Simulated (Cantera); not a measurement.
A freely propagating, adiabatic, planar premixed flame of CH4 : CO : O2 : N2 = 1 : 0.34 : 2.55 : 15 (molar parts), equivalence ratio 0.85, unburnt at 425 K and 3750 Torr; mixture-averaged transport, grid criteria slope 0.08 and curve 0.16, no radiation.

Cantera simulation using GRI-Mech 3.0 (53 species, 325 reactions); the numbers are that mechanism's predictions, not measurements. Burning velocities carry a grid error of a few per cent, more on coarse grids.

x: mole fraction of selected species; z is measured from the peak of heat release.

```
z (mm)   T (K)  u (m/s)    x CH4      x CO    x O2      x CH2O    x C2H4    x HCO
-------  -----  -------  -------  --------  ------  ----------  --------  -------
-1.17      427   0.0839   0.0528    0.0180   0.135  (withheld)   1.14e-7    <1e-8
-0.781     440   0.0865   0.0522    0.0180   0.134  (withheld)   1.40e-6    <1e-8
-0.586     477   0.0939   0.0504    0.0180   0.132  (withheld)   6.81e-6    <1e-8
-0.390     604    0.119   0.0446    0.0180   0.122  (withheld)   3.35e-5    <1e-8
-0.195     975    0.193   0.0278    0.0182  0.0918  (withheld)  0.000151    <1e-8
-0.0976   1276    0.252   0.0138    0.0183  0.0644  (withheld)  0.000257  2.22e-7
0         1584    0.312  0.00149    0.0151  0.0348  (withheld)   7.61e-5  1.97e-6
0.0976    1701    0.333  7.61e-6   0.00593  0.0243  (withheld)   1.08e-7  4.27e-8
0.195     1738    0.339  4.06e-8   0.00247  0.0221       <1e-8     <1e-8    <1e-8
0.390     1761    0.343    <1e-8  0.000753  0.0210       <1e-8     <1e-8    <1e-8
0.781     1769    0.345    <1e-8  0.000179  0.0207       <1e-8     <1e-8    <1e-8
1.56      1772    0.345    <1e-8   5.07e-5  0.0206       <1e-8     <1e-8    <1e-8
3.12      1772    0.345    <1e-8   3.48e-5  0.0206       <1e-8     <1e-8    <1e-8
```

### Question
Fill in the missing entries.

### Answer

- -1.17, x CH2O: 4.16e-7
- -0.781, x CH2O: 5.19e-6
- -0.586, x CH2O: 2.53e-5
- -0.390, x CH2O: 0.000123
- -0.195, x CH2O: 0.000507
- -0.0976, x CH2O: 0.000611
- 0, x CH2O: 0.000141
- 0.0976, x CH2O: 1.30e-6
